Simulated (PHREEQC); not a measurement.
Consider water at 41 °C with 4.2 mol MgCl2 and 0.0029 mol Na2B4O7 per kg of water. Closed to the air; pH follows from the charge balance.

Computed with PHREEQC (Pitzer model, pitzer.dat).

No solid was allowed to form.

Q: Predict the pH, activity of water.

A: pH 5.61; activity of water 0.562.

Q: In which forms is B present?

A: B(OH)3 55 %, MgB(OH)4+ 40 %, B(OH)4- 4.5 % of the B.

In brines, pH and single-ion activities rest on the MacInnes convention. At this temperature some constants are extrapolated from 25 °C, and those without enthalpy data are left unchanged.
